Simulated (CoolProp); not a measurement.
Vapour-liquid equilibrium of CH2F2 (R32) (1) + R143a (2) at 6.6 kPa; x and y are mole fractions of (1).

Computed with CoolProp (multi-fluid Helmholtz-energy mixture model, Tillner-Roth 1997 and Lemmon and Jacobsen 2000; pair parameters Bell 2016).

```json
[
 {"x": "0.05", "bubble temperature (K)": "180.7", "y at the bubble point": "0.093", "dew temperature at overall composition x (K)": "[?]", "liquid density (mol/L)": "15.59"},
 {"x": "0.15", "bubble temperature (K)": "179.8", "y at the bubble point": "0.239", "dew temperature at overall composition x (K)": "[?]", "liquid density (mol/L)": "16.31"},
 {"x": "0.25", "bubble temperature (K)": "179.2", "y at the bubble point": "0.348", "dew temperature at overall composition x (K)": "179.7", "liquid density (mol/L)": "17.08"},
 {"x": "0.35", "bubble temperature (K)": "178.7", "y at the bubble point": "[?]", "dew temperature at overall composition x (K)": "179.2", "liquid density (mol/L)": "17.91"},
 {"x": "0.45", "bubble temperature (K)": "178.5", "y at the bubble point": "0.510", "dew temperature at overall composition x (K)": "178.7", "liquid density (mol/L)": "18.80"},
 {"x": "0.55", "bubble temperature (K)": "178.3", "y at the bubble point": "0.578", "dew temperature at overall composition x (K)": "178.4", "liquid density (mol/L)": "19.77"},
 {"x": "0.65", "bubble temperature (K)": "178.3", "y at the bubble point": "0.645", "dew temperature at overall composition x (K)": "178.3", "liquid density (mol/L)": "20.84"},
 {"x": "0.75", "bubble temperature (K)": "178.4", "y at the bubble point": "0.717", "dew temperature at overall composition x (K)": "178.4", "liquid density (mol/L)": "22.00"},
 {"x": "0.85", "bubble temperature (K)": "178.6", "y at the bubble point": "[?]", "dew temperature at overall composition x (K)": "178.8", "liquid density (mol/L)": "23.28"},
 {"x": "0.95", "bubble temperature (K)": "179.1", "y at the bubble point": "0.921", "dew temperature at overall composition x (K)": "179.2", "liquid density (mol/L)": "24.68"}
]
```

### Question
Fill in the missing entries.

### Answer

- 0.05, dew temperature at overall composition x (K): 181.0
- 0.15, dew temperature at overall composition x (K): 180.4
- 0.35, y at the bubble point: 0.436
- 0.85, y at the bubble point: 0.804

y crosses x between x = 0.55 and 0.65: the model has an azeotrope there.

Pair parameters are fitted to limited data, so mixtures are less certain than the pure fluids.
